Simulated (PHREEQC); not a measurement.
Consider water at 64 °C with 0.013 mol/kgw CaSO4. Closed to the air; pH follows from the charge balance.

The numbers come from PHREEQC with the ion-association model, phreeqc.dat.

| quantity | before | after |
|---|---|---|
| pH | 6.62 | 1.71 |
| ionic strength (mol/kgw) | 0.0352 | 0.0598 |
| SO4-2 (mol/kgw) | 0.00880 | 0.00916 |

**Question.** What was changed between the two runs?
A. diluted 100-fold with water
B. CaSO4 replaced by (NH4)2SO4 at the same molality
C. temperature from 64 to 50 °C
D. 0.024 mol/kgw H2SO4 added
E. CaSO4 from 0.013 to 0.0026 mol/kgw

**Answer.** D, 0.024 mol/kgw H2SO4 added

This is a speciation only: nothing precipitates in the calculation. At this temperature some constants are extrapolated from 25 °C, and those without enthalpy data are left unchanged.
